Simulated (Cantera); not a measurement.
## Aluminium and copper etching: Al + Cl2 + H2

Feed: 1 mol Al, a varied amount of Cl2, 2 mol H2, held at 300 °C and 74000 Pa.

Equilibrium computed with Cantera from the NASA thermochemical tables; the gas is ideal and each condensed phase is pure. Candidate condensed phases: Al, AlCl3; 12 gas species. The numbers say what is thermodynamically allowed, not how fast it happens.

| n(Cl2) (mol) | x H2 | x HCl | x Al2Cl6 | x AlCl3 | x AlCl2 | x AlCl | n Al(s) |
|---|---|---|---|---|---|---|---|
| 0.45 | 0.928 | 1.69e-9 | 0.0673 | 0.00458 | 1.39e-8 | 4.23e-9 | 0.700 |
| 0.59 | 0.908 | 1.75e-9 | 0.0867 | 0.00520 | 1.51e-8 | 4.41e-9 | 0.607 |
| 0.73 | 0.889 | 1.79e-9 | 0.105 | 0.00573 | 1.61e-8 | 4.55e-9 | 0.513 |
| 0.87 | 0.871 | 1.81e-9 | 0.123 | 0.00619 | 1.70e-8 | 4.67e-9 | 0.420 |
| 1 | 0.854 | 1.83e-9 | 0.139 | 0.00658 | 1.77e-8 | 4.77e-9 | 0.333 |
| 1.1 | 0.842 | 1.85e-9 | 0.151 | 0.00686 | 1.82e-8 | 4.84e-9 | 0.267 |
| 1.3 | 0.819 | 1.86e-9 | 0.174 | 0.00736 | 1.90e-8 | 4.95e-9 | 0.133 |
| 1.4 | 0.808 | 1.87e-9 | 0.185 | 0.00759 | 1.94e-8 | 5.00e-9 | 0.0667 |
| 1.6 | 0.728 | 0.0766 | 0.188 | 0.00765 | <1e-12 | <1e-12 | 0 |
| 1.7 | 0.664 | 0.148 | 0.181 | 0.00750 | <1e-12 | <1e-12 | 0 |
| 1.8 | 0.605 | 0.213 | 0.174 | 0.00737 | <1e-12 | <1e-12 | 0 |
| 2 | 0.498 | 0.332 | 0.163 | 0.00712 | <1e-12 | <1e-12 | 0 |
| 2.1 | 0.450 | 0.386 | 0.157 | 0.00700 | <1e-12 | <1e-12 | 0 |
x: gas mole fraction; n: condensed amount in mol.

From 0.45 mol Cl2 to 1.4 mol Cl2 the condensed part is Al(s). From 1.6 mol Cl2 to 2.1 mol Cl2 nothing is condensed. The main Al-bearing gas is Al2Cl6 throughout.
